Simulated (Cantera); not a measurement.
Input (Python, Cantera):

```python
import numpy as np
import cantera as ct

surf = ct.Interface("diamond.yaml", "diamond_100")
gas, bulk = surf.adjacent["gas"], surf.adjacent["diamond"]
k = surf.kinetics_species_index(bulk.species_names[0])
cover = ["c6HH", "c6H*", "c6*H", "c6**", "c6HM", "c6B"]

rows, drift = [], 0.0
print(f"{'xCH3':>10s}{'um/h':>11s}" + "".join(f"{s:>11s}" for s in cover))
for v in [1e-06, 2.4e-06, 5.8e-06, 1.4e-05, 3.4e-05, 8.1e-05, 0.00019, 0.00047, 0.0011]:
    T, P, xH, xCH3 = 1050, 1800, 0.0022, v
    gas.TPX = T, P, {"H": xH, "CH3": xCH3, "CH4": 0.014, "H2": 1 - xH - xCH3 - 0.014}
    surf.TP = bulk.TP = T, P
    surf.coverages = "c6H*:0.1, c6HH:0.9"
    surf.advance_coverages(100.0)
    before = surf.coverages
    surf.advance_coverages(100.0)
    drift = max(drift, np.max(np.abs(surf.coverages - before) / (surf.coverages + 1e-9)))
    rate = surf.net_production_rates[k] * bulk.mean_molecular_weight / bulk.density * 3.6e9
    rows.append([rate, *surf[cover].coverages])
    print(f"{v:10.4g}{rate:11.4e}" + "".join(f"{x:11.3e}" for x in rows[-1][1:]))
```

Result:

```
      xCH3       um/h       c6HH       c6H*       c6*H       c6**       c6HM        c6B
     1e-06 6.6569e-03  5.553e-01  2.283e-02  4.087e-01  1.303e-02  1.116e-04  1.806e-11
   2.4e-06 1.5972e-02  5.551e-01  2.283e-02  4.086e-01  1.303e-02  2.677e-04  4.334e-11
   5.8e-06 3.8572e-02  5.548e-01  2.282e-02  4.084e-01  1.301e-02  6.464e-04  1.047e-10
   1.4e-05 9.2948e-02  5.541e-01  2.279e-02  4.078e-01  1.298e-02  1.558e-03  2.522e-10
   3.4e-05 2.2480e-01  5.524e-01  2.271e-02  4.065e-01  1.291e-02  3.768e-03  6.100e-10
   8.1e-05 5.3045e-01  5.484e-01  2.254e-02  4.034e-01  1.275e-02  8.892e-03  1.439e-09
   0.00019 1.2174e+00  5.394e-01  2.214e-02  3.964e-01  1.239e-02  2.042e-02  3.303e-09
   0.00047 2.8535e+00  5.180e-01  2.121e-02  3.797e-01  1.152e-02  4.790e-02  7.743e-09
    0.0011 5.9795e+00  4.769e-01  1.942e-02  3.477e-01  9.912e-03  1.006e-01  1.623e-08
```

Cantera simulation using the Harris–Goodwin 1993 mechanism for the reconstructed diamond (100) surface; the numbers are that mechanism's predictions, not measurements.
